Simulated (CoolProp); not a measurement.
Vapour-liquid equilibrium of ethane (1) + n-perfluorobutane (2) at 224.1 K; x and y are mole fractions of (1).

Computed with CoolProp (multi-fluid Helmholtz-energy mixture model, Bücker 2006 and Gao 2022; pair parameters Bell 2016).

```
x      bubble pressure, mixture model (MPa)  bubble pressure, Raoult's law (MPa)  y, mixture model  y, Raoult's law
-----  ------------------------------------  -----------------------------------  ----------------  ---------------
0.05                             (withheld)                              0.03731             0.882            0.765
0.125                                0.1750                              0.07943             0.949            0.898
0.2                                  0.2581                               0.1216             0.966            0.939
0.275                                0.3214                               0.1637             0.974            0.959
0.35                                 0.3657                               0.2058             0.978            0.971
0.425                                0.3950                               0.2479             0.980            0.979
0.5                              (withheld)                               0.2900             0.981            0.984
0.575                                0.4296                               0.3322             0.982            0.988
0.65                                 0.4436                               0.3743             0.984            0.991
0.725                                0.4600                               0.4164             0.985            0.994
0.8                                  0.4809                               0.4585             0.988            0.996
0.875                            (withheld)                               0.5007             0.991            0.998
0.95                                 0.5430                               0.5428             0.996            0.999
```

Task: What belongs in the gaps?

Result: 
- 0.05, bubble pressure, mixture model (MPa): 0.07715
- 0.5, bubble pressure, mixture model (MPa): 0.4147
- 0.875, bubble pressure, mixture model (MPa): 0.5081

The largest gap from Raoult's law is +120.3 % in bubble pressure, at x = 0.125. No azeotrope shows between x = 0.05 and 0.95.

The pair parameters rest on a limited set of measurements; away from them the model extrapolates. With so large a gap from Raoult's law the liquid may split in two, which this calculation doesn't test in full.
